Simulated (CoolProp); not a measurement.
Computed with CoolProp (reference Helmholtz-energy equation of state, Gao 2020).

Problem. For ammonia, give the phase and the Prandtl number at 464.3 K and 0.906 MPa; 487.6 K and 0.906 MPa; 511 K and 0.906 MPa.

Solution. 
- 464.3 K and 0.906 MPa: gas; Prandtl number 0.852
- 487.6 K and 0.906 MPa: gas; Prandtl number 0.843
- 511 K and 0.906 MPa: gas; Prandtl number 0.837

Viscosity comes from a separate model (Fenghour 1995). Thermal conductivity comes from a separate model (Tufeu 1984).
